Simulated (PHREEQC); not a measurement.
Dissolve 0.62 mol CuSO4 and 0.0014 mol Na2SO4 per kg of water at 29 °C. It is in equilibrium with CO2 at log p = -1 (atm). Otherwise closed; pH follows from the charge balance.

Model: ion-association model, phreeqc.dat, run in PHREEQC.

This is a speciation only: nothing precipitates in the calculation.

### Question
Predict the pH.

### Answer
pH 4.02.

### Question
In which forms is C present?

### Answer
CO2 82 %, CuHCO3+ 17 %, HCO3- 0.8 % of the C.

The ionic strength is past about 0.7 mol/kgw, beyond the range of this activity model, so the values are rough.
